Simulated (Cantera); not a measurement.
A perfectly stirred reactor is fed with 5.30 % CH₄, 0.848 % C₂H₆, 19.7 % O₂, 74.2 % N₂, at 4950 Torr; it is adiabatic with a 600 K inlet, and is followed from long to short residence time, starting on the burning branch (τ in s: 0.063, 0.029, 0.013, 0.0062, 0.0029, 0.0013, 0.00062, 0.00029, 0.00013, 6.1e-05, 2.8e-05).

Cantera simulation using GRI-Mech 3.0 (53 species, 325 reactions); the numbers are that mechanism's predictions, not measurements.

Question: Predict: blow-out, bracketed by the residence times tried; x(CH₄) at τ = 63.0 ms; x(C₂H₆) at τ = 63.0 ms; x(O₂) at τ = 63.0 ms; x(CO) at τ = 63.0 ms; x(H₂) at τ = 63.0 ms; x(CH₄) at τ = 1.30 ms; x(C₂H₆) at τ = 1.30 ms; x(O₂) at τ = 1.30 ms; x(CO) at τ = 1.30 ms; x(H₂) at τ = 1.30 ms.

Answer: 
| Property | Result |
|---|---|
| blow-out, bracketed by the residence times tried | burning at 61.0 µs, out at 28.0 µs |
| x(CH₄) at τ = 63.0 ms | 1.76e-6 |
| x(C₂H₆) at τ = 63.0 ms | 4.45e-8 |
| x(O₂) at τ = 63.0 ms | 0.0602 |
| x(CO) at τ = 63.0 ms | 0.000294 |
| x(H₂) at τ = 63.0 ms | 0.000103 |
| x(CH₄) at τ = 1.30 ms | 4.15e-5 |
| x(C₂H₆) at τ = 1.30 ms | 1.41e-6 |
| x(O₂) at τ = 1.30 ms | 0.0611 |
| x(CO) at τ = 1.30 ms | 0.00191 |
| x(H₂) at τ = 1.30 ms | 0.000419 |
